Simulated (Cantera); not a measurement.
# Premixed flame

A freely propagating, adiabatic, planar premixed flame of H₂ : O₂ : N₂ : H₂O = 1 : 0.385 : 1.45 : 0.17 (molar parts), unburnt at 525 K and 1730 Torr; mixture-averaged transport, grid criteria slope 0.08 and curve 0.16, no radiation.

Model: the H2/O2 subset of GRI-Mech 3.0, which has no nitrogen chemistry, integrated in Cantera. The hydrogen kinetics of GRI-Mech 3.0 are dated; newer H2 mechanisms differ, most at raised pressure. Burning velocities carry a grid error of a few per cent, more on coarse grids.

```
z (mm)   T (K)  u (m/s)    x H₂     x O₂   x H₂O      x H     x HO₂       x O
-------  -----  -------  ------  -------  ------  -------  --------  --------
-0.411     525     6.21   0.333    0.128  0.0566    <1e-8     <1e-8     <1e-8
-0.274     525     6.21   0.333    0.128  0.0566    <1e-8     <1e-8     <1e-8
-0.205     525     6.21   0.333    0.128  0.0566    <1e-8     <1e-8     <1e-8
-0.137     525     6.20   0.332    0.128  0.0566    <1e-8   3.93e-7   1.04e-8
-0.0685    547     6.40   0.325    0.129  0.0580  2.26e-5  0.000259   4.21e-6
-0.0342    791     8.97   0.289    0.124  0.0801  0.00278  0.000609  0.000209
0         1238     13.6   0.210   0.0933   0.154   0.0213  0.000236   0.00250
0.0342    1561     16.9   0.131   0.0450   0.244   0.0432   9.33e-5   0.00552
0.0685    1729     18.6  0.0965   0.0199   0.290   0.0490   3.78e-5   0.00582
0.137     1888     20.2  0.0856  0.00878   0.312   0.0423   1.52e-5   0.00483
0.274     2032     21.5  0.0856  0.00549   0.324   0.0308   8.55e-6   0.00324
0.548     2157     22.6  0.0853  0.00319   0.334   0.0207   4.59e-6   0.00183
1.10      2251     23.4  0.0846  0.00159   0.344   0.0133   2.18e-6  0.000879
```
x: mole fraction of selected species; z is measured from the peak of heat release.

```yaml
laminar_burning_velocity: 621 cm/s
thermal_thickness: 0.137 mm
peak x(H): 0.0490
peak x(HO₂): 0.000749
peak x(O): 0.00589
grid_points: 111
```
